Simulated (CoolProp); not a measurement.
R1336mzz(Z) at several states: density (kg/m³) from the reference equation and from simpler models built on Tc = 444.5 K, pc = 2.904 MPa, ω = 0.386; each cubic takes its own stable root.

Computed with CoolProp (reference Helmholtz-energy equation of state, McLinden 2020).

```csv
T (K),p (MPa),phase,reference,van der Waals,Soave-Redlich-Kwong,Peng-Robinson
366.1,4.64,liquid,1196,[?],[?],1153
472.5,7.95,supercritical,828.9,602.7,685.0,752.9
239.3,0.0232,liquid,1509,1.932,1274,1433
232.3,0.579,liquid,1526,[?],1286,1446
```

Task: Some entries are withheld; supply them.

Result: 
- 366.1, van der Waals: 704.2
- 366.1, Soave-Redlich-Kwong: 1021
- 232.3, van der Waals: 836.5

At some of these states van der Waals gives the other phase, because its saturation line lies elsewhere.
